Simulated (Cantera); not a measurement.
Fe(CO)5 + CO + H2 (iron carbonyl, mercury and lead vapours)

Input: 1 mol Fe(CO)5, 0.081 mol CO, 79 mol H2, held at 0.825 Torr.

Method: chemical equilibrium by Gibbs-energy minimisation in Cantera with the NASA 1993 tables (ideal gas, pure condensed phases). Candidate condensed phases: C, C6H6, C7H8, C8H18, Fe, Fe(CO)5, FeO, Fe(OH)2, Fe(OH)3, Fe2O3, Fe3O4, H2O; 114 gas species. Condensed phases not in the tables: cementite and carbon dissolved in iron. The numbers say what is thermodynamically allowed, not how fast it happens.

At 823 K the condensed part is C(graphite) + Fe(α). From 873 K to 1173 K the condensed part is Fe(α). From 1223 K to 1323 K the condensed part is Fe(γ).

```tsv
T (K)	x H2	x CO	x CH4	x H2O	x CO2	x H	n C(graphite)	n Fe(α)	n Fe(γ)
823	0.939	0.0594	0.000904	0.000812	0.000186	2.14e-10	0.00779	1.00	0
873	0.939	0.0601	0.000367	0.000313	5.35e-5	1.37e-9	0	1.00	0
923	0.939	0.0603	0.000157	0.000139	1.82e-5	7.15e-9	0	1.00	0
973	0.939	0.0604	7.31e-5	6.62e-5	6.86e-6	3.16e-8	0	1.00	0
1023	0.940	0.0604	3.67e-5	3.39e-5	2.85e-6	1.21e-7	0	1.00	0
1073	0.940	0.0604	1.97e-5	1.84e-5	1.28e-6	4.09e-7	0	1.00	0
1123	0.940	0.0604	1.11e-5	1.05e-5	6.20e-7	1.24e-6	0	1.00	0
1173	0.940	0.0604	6.63e-6	6.32e-6	3.19e-7	3.45e-6	0	1.000	0
1223	0.940	0.0604	4.10e-6	3.96e-6	1.74e-7	8.79e-6	0	0	1.000
1273	0.940	0.0604	2.62e-6	2.58e-6	1.00e-7	2.08e-5	0	0	1.000
1323	0.940	0.0604	1.72e-6	1.76e-6	6.11e-8	4.63e-5	0	0	1.000
```
x: gas mole fraction; n: condensed amount in mol.
